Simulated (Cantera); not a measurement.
Cantera run, input and output.

```python
import numpy as np
import cantera as ct

gas = ct.Solution("gri30.yaml")
gas.TPX = 800, 101325, {'CH4': 1, 'C2H6': 0.13, 'C3H8': 0.046, 'O2': 2.24, 'N2': 8.41}
inlet = ct.Reservoir(gas, clone=True)
gas.equilibrate("HP")  # start burning
reactor = ct.IdealGasConstPressureReactor(gas, energy="on", clone=False)
exhaust = ct.Reservoir(gas, clone=True)
tau = [0.47, 0.13, 0.034, 0.0091, 0.0024, 0.00065, 0.00017, 4.7e-05, 1.2e-05][0]
for a, b in ((inlet, reactor), (reactor, exhaust)):
    ct.MassFlowController(a, b, mdot=lambda t: reactor.mass / tau)
net = ct.ReactorNet([reactor])
show = ['CH4', 'C2H6', 'C3H8', 'HCO', 'C2H2']

rows = []
print(f"{'tau/s':>10s}{'T/K':>9s}" + "".join(f"{s:>11s}" for s in show))
for tau in [0.47, 0.13, 0.034, 0.0091, 0.0024, 0.00065, 0.00017, 4.7e-05, 1.2e-05]:
    net.initial_time = 0.0
    net.advance(30 * tau)
    before = gas.X
    net.advance(40 * tau)
    drift = np.max(np.abs(gas.X - before) / (gas.X + 1e-9))
    rows.append([gas.T, *gas[show].X, drift])
    print(f"{tau:10.3e}{gas.T:9.1f}" + "".join(f"{x:11.3e}" for x in gas[show].X))
```

Result:

```
     tau/s      T/K        CH4       C2H6       C3H8        HCO       C2H2
 4.700e-01   2457.0  3.810e-07  3.494e-09  1.485e-09  3.226e-08  5.461e-08
 1.300e-01   2453.9  1.301e-06  1.256e-08  5.261e-09  4.855e-08  1.844e-07
 3.400e-02   2443.7  4.223e-06  4.722e-08  1.892e-08  1.101e-07  5.759e-07
 9.100e-03   2417.6  1.162e-05  1.703e-07  6.206e-08  3.229e-07  1.423e-06
 2.400e-03   2366.8  3.027e-05  6.080e-07  1.943e-07  1.057e-06  2.964e-06
 6.500e-04   2296.6  8.302e-05  2.102e-06  5.991e-07  3.489e-06  6.083e-06
 1.700e-04   2218.4  2.797e-04  7.999e-06  2.127e-06  1.243e-05  1.690e-05
 4.700e-05   2114.1  1.328e-03  3.967e-05  1.012e-05  4.623e-05  9.767e-05
 1.200e-05    800.0  8.456e-02  1.099e-02  3.890e-03  7.135e-27  1.059e-17
```

Detailed kinetics in Cantera: GRI-Mech 3.0 (53 species, 325 reactions).
